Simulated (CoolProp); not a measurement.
Values from CoolProp's reference Helmholtz-energy equation of state, Tillner-Roth 1997.

### Question
Give the vapour pressure (MPa), liquid density (kg/m³), surface tension (mN/m), liquid viscosity (µPa s) of saturated CH2F2 (R32) at -50.35, 2.95, 11.85 °C.

### Answer
```tsv
T (°C)	p (MPa)	liquid density (kg/m³)	surface tension (mN/m)	liquid viscosity (µPa s)
-50.35	0.108	1210	20.4	294
2.95	0.893	1040	10.5	147
11.85	1.17	1010	8.94	132
```

Viscosity comes from a separate model (Bell 2016), an estimate that may be off by 10 % or more. Surface tension comes from a separate correlation (Mulero 2012).
